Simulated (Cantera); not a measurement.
Feed: 1 mol SiHCl3, 0.04 mol HCl, 360 mol H2, at 1050 K and 0.00620 bar.

Equilibrium computed with Cantera from the NASA thermochemical tables; the gas is ideal and each condensed phase is pure. Candidate condensed phases: Si; 19 gas species. The tables' values for SiCl3 are old estimates; treat these amounts as uncertain. Kinetics and transport are ignored.

Base state: H2 0.992, HCl 0.00793, SiCl2 0.000119, SiHCl3 3.01e-5, SiCl4 2.32e-5, SiCl3 1.23e-5 (mole fractions); condensed: Si(s).

Task: What changes in the equilibrium state with this change: temperature from 1050 K to 1898 K?

Result: 
```
species      before     after
----------  -------  --------
H2            0.992     0.980
H           1.03e-7   0.00983
HCl         0.00793   0.00787
Si            <1e-9   0.00198
SiH           <1e-9  0.000135
SiCl          <1e-9   6.19e-5
Cl            <1e-9   5.96e-5
SiH2          <1e-9   5.64e-5
Si(s), mol    0.932         0
Si(l), mol        0     0.107
```
The tables' values for SiCl are old estimates; treat these amounts as uncertain. Gases not in the tables: Si2H6 and higher silanes.

Task: What changes in the equilibrium state with this change: temperature from 1050 K to 2398.15 K?

Result: 
```
species      before    after
----------  -------  -------
H2            0.992    0.810
H           1.03e-7    0.180
HCl         0.00793  0.00656
Si            <1e-9  0.00244
Cl            <1e-9  0.00104
SiH           <1e-9  5.36e-5
Si(s), mol    0.932        0
```
